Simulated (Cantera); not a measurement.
**Si2Cl6 + Cl2 + N2 (silicon epitaxy and polysilicon growth)**

A closed system holds: 1 mol Si2Cl6, 0.34 mol Cl2, 14 mol N2, held at 900 Torr.

Equilibrium computed with Cantera from the NASA thermochemical tables; the gas is ideal and each condensed phase is pure. Candidate condensed phases: Si, Si3N4; 13 gas species. The feed counts by its element totals alone. N2 is the only nitrogen source here; it is nearly inert below about 1500 K, so the nitride shown seldom forms there in practice. The tables' values for SiCl3 are old estimates; treat these amounts as uncertain. Kinetics and transport are ignored.

| T (K) | x N2 | x SiCl4 | x SiCl3 | x SiCl2 | x Cl | x Cl2 | n Si3N4(s) |
|---|---|---|---|---|---|---|---|
| 875 | 0.892 | 0.108 | 9.22e-7 | 4.55e-10 | 2.93e-11 | <1e-12 | 0.110 |
| 925 | 0.892 | 0.108 | 3.19e-6 | 3.73e-9 | 1.58e-10 | 2.23e-12 | 0.110 |
| 975 | 0.892 | 0.108 | 9.68e-6 | 2.45e-8 | 7.17e-10 | 8.79e-12 | 0.110 |
| 1025 | 0.892 | 0.108 | 2.63e-5 | 1.34e-7 | 2.81e-9 | 3.03e-11 | 0.110 |
| 1075 | 0.892 | 0.108 | 6.51e-5 | 6.22e-7 | 9.71e-9 | 9.28e-11 | 0.110 |
| 1125 | 0.892 | 0.108 | 0.000148 | 2.51e-6 | 3.01e-8 | 2.58e-10 | 0.110 |
| 1175 | 0.892 | 0.108 | 0.000315 | 8.99e-6 | 8.46e-8 | 6.56e-10 | 0.110 |
| 1225 | 0.892 | 0.108 | 0.000627 | 2.89e-5 | 2.19e-7 | 1.55e-9 | 0.109 |
| 1275 | 0.892 | 0.107 | 0.00118 | 8.44e-5 | 5.26e-7 | 3.40e-9 | 0.108 |
| 1325 | 0.891 | 0.106 | 0.00210 | 0.000226 | 1.18e-6 | 7.05e-9 | 0.107 |
| 1375 | 0.891 | 0.105 | 0.00358 | 0.000563 | 2.51e-6 | 1.38e-8 | 0.104 |
| 1425 | 0.890 | 0.103 | 0.00583 | 0.00130 | 5.03e-6 | 2.57e-8 | 0.0991 |
x: gas mole fraction; n: condensed amount in mol.

From 875 K to 1425 K the condensed part is Si3N4(s). The main Si-bearing gas is SiCl4 throughout.
